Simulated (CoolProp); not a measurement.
Model: reference Helmholtz-energy equation of state, Lemmon 2006, in CoolProp. It is a short technical equation, of lower accuracy than the large ones.

Give the vapour pressure (MPa), liquid cp (kJ/(kg K)), vapour Z of saturated CH3F (R41) at 212, 219.6 K.


```csv
T (K),p (MPa),liquid cp (kJ/(kg K)),vapour Z
212,0.240,2.11,0.927
219.6,0.335,2.13,0.911
```
